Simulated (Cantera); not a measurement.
Charge: 1 mol Fe₃O₄, 13 mol CO, at 1827 °C.

Method: chemical equilibrium by Gibbs-energy minimisation in Cantera with the NASA 1993 tables (ideal gas, pure condensed phases). Candidate condensed phases: C, Fe, Fe(CO)₅, FeO, Fe₂O₃, Fe₃O₄; 15 gas species. The tables' stoichiometric FeO is somewhat more stable than real wüstite, so its field is too wide. FeO: taken at fixed stoichiometry. Equilibrium is a limit: real reactors are often held back by kinetics, nucleation or transport.

Q: At 7200 Pa, list the 4 most abundant gas species with their mole fractions, and the condensed phases.

A: CO 0.896, CO₂ 0.0899, Fe 0.0141, FeO 0.000175. Condensed: FeO(l).
